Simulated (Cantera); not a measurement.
**Adiabatic ignition**

An adiabatic, constant-volume homogeneous reactor starts with C₃H₈ : O₂ : N₂ = 1 : 2.27 : 8.55 (molar parts), equivalence ratio 2.2, at 1475 K and 190000 Pa.

Model: GRI-Mech 3.0 (53 species, 325 reactions), integrated in Cantera. GRI-Mech 3.0 was tuned for natural gas; its chemistry of propane as a main component is partial and can be far from experiment.

| t (s) | T (K) | P (bar) | x C₃H₈ | x O₂ | x C₂H₆ | x CH₄ | x HCN |
|---|---|---|---|---|---|---|---|
| 5.00e-6 | 1468 | 1.89 | 0.0826 | 0.191 | 0.000108 | 0.000121 | <1e-12 |
| 1.75e-5 | 1466 | 1.91 | 0.0749 | 0.187 | 0.00165 | 0.00112 | 1.10e-11 |
| 6.15e-5 | 1613 | 2.26 | 0.0217 | 0.141 | 0.00522 | 0.0102 | 2.84e-9 |
| 0.000215 | 2774 | 4.74 | <1e-12 | 2.07e-5 | <1e-12 | 2.98e-10 | 3.00e-6 |
| 0.000755 | 2776 | 4.74 | <1e-12 | 2.13e-5 | <1e-12 | 2.57e-10 | 1.22e-6 |
| 0.00265 | 2777 | 4.74 | <1e-12 | 2.14e-5 | <1e-12 | 2.53e-10 | 1.04e-6 |
| 0.00928 | 2777 | 4.74 | <1e-12 | 2.14e-5 | <1e-12 | 2.53e-10 | 1.04e-6 |
| 0.0325 | 2777 | 4.74 | <1e-12 | 2.14e-5 | <1e-12 | 2.53e-10 | 1.04e-6 |
| 0.114 | 2777 | 4.74 | <1e-12 | 2.14e-5 | <1e-12 | 2.53e-10 | 1.04e-6 |
| 0.400 | 2777 | 4.74 | <1e-12 | 2.14e-5 | <1e-12 | 2.53e-10 | 1.04e-6 |
x: mole fraction; the columns are a selection and need not sum to one.

```json
{
  "time_of_steepest_temperature_rise": "68.1 µs",
  "temperature at 0.400 s": "2777 K",
  "equilibrium_temperature": "2777 K",
  "x(C₃H₈) at 0.400 s": "<1e-12 (gas-phase equilibrium <1e-12)",
  "x(O₂) at 0.400 s": "2.14e-5 (gas-phase equilibrium 2.14e-5)",
  "x(C₂H₆) at 0.400 s": "<1e-12 (gas-phase equilibrium <1e-12)"
}
```
